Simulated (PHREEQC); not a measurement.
KOH is added in steps, without added water, to 1 kg of water holding 3.9 mmol/kgw K2CO3, 9.4 mmol/kgw Fe(NO3)3 and 0.073 mmol/kgw CO2, at 25 °C. Oxygen is held at 0.21 atm. No CO2 enters from the air. The run lets Fe(OH)3(a) precipitate or redissolve, and no other solid.

Base run: PHREEQC, ion-association model, wateq4f.dat. Each further column changes one thing. The table gives Fe in solution (mol/kgw).

```
KOH added (mol)      base  metal-ligand complexes left out  all activity coefficients set to 1  Davies equation for every ion  Debye-Hückel limiting law
---------------  --------  -------------------------------  ----------------------------------  -----------------------------  -------------------------
0                 0.00881                          0.00881                             0.00801                        0.00856                    0.00890
0.0043            0.00679                          0.00679                             0.00623                        0.00661                    0.00683
0.0086            0.00482                          0.00482                             0.00447                        0.00471                    0.00483
0.01505           0.00200                          0.00200                             0.00188                        0.00197                    0.00200
0.01935          0.000304                         0.000304                            0.000279                       0.000301                   0.000306
0.02365           4.43e-8                          4.43e-8                             3.81e-8                        4.47e-8                    4.67e-8
0.02795           1.01e-6                          1.01e-6                             1.23e-6                        1.01e-6                    9.51e-7
0.0344            1.18e-5                          1.18e-5                             1.21e-5                        1.20e-5                    1.20e-5
0.0387            1.99e-5                          1.99e-5                             2.03e-5                        2.03e-5                    2.03e-5
0.043             2.80e-5                          2.80e-5                             2.87e-5                        2.86e-5                    2.86e-5
```
